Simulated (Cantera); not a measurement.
Feed: 1 mol Fe, 0.039 mol H2S, 92 mol H2, held at 1048.15 K and 14000 Pa.

Method: chemical equilibrium by Gibbs-energy minimisation in Cantera with the NASA 1993 tables (ideal gas, pure condensed phases). Candidate condensed phases: Fe, FeS, FeS2, S; 8 gas species. Rates play no part.

Base state: H2 1.000, H2S 0.000424 (mole fractions); condensed: Fe(α).

What changes in the equilibrium state with this change: temperature from 1048.15 K to 1823 K?


```csv
species,before,after
H2,1.000,0.998
H,2.07e-8,0.00116
H2S,0.000424,0.000373
Fe,<1e-9,0.000291
SH,1.70e-8,4.62e-5
"Fe(α), mol",1.00,0
"Fe(l), mol",0,0.973
```
